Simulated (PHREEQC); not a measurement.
A solution holds 57 mmol/kgw HF, 0.089 mmol/kgw H2SiF6 and 3.9 mmol/kgw H2SO4, at 25 °C. Closed to the air; pH follows from the charge balance.

Computed with PHREEQC (ion-association model, phreeqc.dat).

Precipitation was switched off in this run.

Task: What pH, ionic strength does the model give?

Result: pH 2.00; ionic strength 0.0135 mol/kgw.

Task: In which forms is F present?

Result: HF 90 %, F- 6.8 %, HF2- 2.7 %, SiF6-2 0.9 % of the F.

Species that the database lacks are ignored. SiF6-2 is the database's only silicon fluoride.
